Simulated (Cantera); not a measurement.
An adiabatic, constant-pressure homogeneous reactor starts with 9.28 % CH4, 20.6 % O2, 70.1 % N2, equivalence ratio 0.90, at 1200 K and 4.93 atm.

Computed with Cantera and GRI-Mech 3.0 (53 species, 325 reactions).

### Question
Predict: time of steepest temperature rise; temperature at 3.00 s; equilibrium temperature; x(O2) at 3.00 s; x(CO2) at 3.00 s; x(HCO) at 3.00 s; x(H2) at 3.00 s.

### Answer
```
Quantity                                                            Result
---------------------------------  ---------------------------------------
time of steepest temperature rise                                  8.70 ms
temperature at 3.00 s                                               2716 K
equilibrium temperature                                             2716 K
x(O2) at 3.00 s                      0.0248 (gas-phase equilibrium 0.0248)
x(CO2) at 3.00 s                     0.0698 (gas-phase equilibrium 0.0698)
x(HCO) at 3.00 s                   2.61e-8 (gas-phase equilibrium 2.61e-8)
x(H2) at 3.00 s                    0.00742 (gas-phase equilibrium 0.00742)
```
